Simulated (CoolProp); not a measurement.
Vapour-liquid equilibrium of dimethyl ether (1) + 1-butene (2) at 4.7 kPa; x and y are mole fractions of (1).

Values from CoolProp's multi-fluid Helmholtz-energy mixture model, Wu 2011 and Lemmon 2005; pair parameters Bell 2016.

Q: Give the bubble temperature and the first vapour's composition at x = 0.725, 0.8, 0.95. Is there an azeotrope?

A: x = 0.725: -76.6 °C, y = 0.845; x = 0.8: -77.0 °C, y = 0.883; x = 0.95: -77.8 °C, y = 0.967. No azeotrope shows between x = 0.05 and 0.95.

Pair parameters are fitted to limited data, so mixtures are less certain than the pure fluids.
